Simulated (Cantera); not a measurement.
A Cantera script and its output.

```python
import numpy as np
import cantera as ct

gas = ct.Solution("gri30.yaml")
gas.TP = 300, 240000
flame = ct.CounterflowDiffusionFlame(gas, width=0.02)
flame.fuel_inlet.X, flame.fuel_inlet.T = {'CH4': 1, 'H2': 0.82}, 425
flame.oxidizer_inlet.X, flame.oxidizer_inlet.T = {'O2': 0.19, 'N2': 0.81}, 475
flame.set_refine_criteria(ratio=3, slope=0.12, curve=0.24, prune=0.03)
show = ['OH', 'H', 'NO', 'CO', 'C2H2']

rows = []
print(f"{'mdot':>8s}{'a_max':>10s}{'a_mean':>10s}{'Tmax/K':>9s}" + "".join(f"{s:>11s}" for s in show) + "   (peak mole fractions)")
for i, mdot in enumerate([1.4, 2, 2.6, 3.6, 4.9, 6.6, 9, 12, 17, 22]):  # kg/m2/s on the oxidiser side
    flame.oxidizer_inlet.mdot, flame.fuel_inlet.mdot = mdot, 0.65 * mdot
    flame.solve(loglevel=0, auto=(i == 0))
    if flame.T.max() < max(425, 475) + 100:
        print(f"{mdot:8.3g}  no burning solution found from the previous one")
        break
    dT = np.abs(np.gradient(flame.T, flame.grid))
    rows.append([flame.strain_rate("max"), flame.strain_rate("mean"), flame.T.max(),
                 *(flame.X[gas.species_index(s)].max() for s in show), max(dT[0], dT[-1]) / dT.max()])
    print(f"{mdot:8.3g}{rows[-1][0]:10.1f}{rows[-1][1]:10.1f}{rows[-1][2]:9.1f}" + "".join(f"{x:11.3e}" for x in rows[-1][3:-1]))
```

Result:

```
    mdot     a_max    a_mean   Tmax/K         OH          H         NO         CO       C2H2   (peak mole fractions)
     1.4     496.7     108.9   2209.2  8.612e-03  4.179e-03  2.159e-04  3.186e-02  7.957e-03
       2     702.2     155.6   2190.0  8.765e-03  4.536e-03  1.987e-04  3.124e-02  7.364e-03
     2.6     899.4     202.3   2179.3  8.904e-03  4.837e-03  1.875e-04  3.100e-02  7.026e-03
     3.6    1215.0     280.1   2163.6  8.994e-03  5.209e-03  1.712e-04  3.070e-02  6.657e-03
     4.9    1617.6     381.3   2147.8  9.034e-03  5.574e-03  1.547e-04  3.054e-02  6.368e-03
     6.6    2124.2     513.6   2129.0  8.965e-03  5.907e-03  1.368e-04  3.037e-02  6.071e-03
       9    2803.3     700.3   2108.0  8.823e-03  6.245e-03  1.175e-04  3.030e-02  5.774e-03
      12    3616.6     933.7   2088.1  8.655e-03  6.558e-03  9.991e-05  3.039e-02  5.525e-03
      17    4909.3    1322.8   2061.1  8.343e-03  6.902e-03  7.881e-05  3.065e-02  5.130e-03
      22    6155.4    1711.9   2036.8  7.974e-03  7.076e-03  6.323e-05  3.098e-02  4.719e-03
```

Cantera simulation using GRI-Mech 3.0 (53 species, 325 reactions); the numbers are that mechanism's predictions, not measurements. GRI-Mech 3.0 has no aromatics or soot, which form on the fuel side of real flames. The maximum strain rate includes the flame's own expansion and is several times the mean.
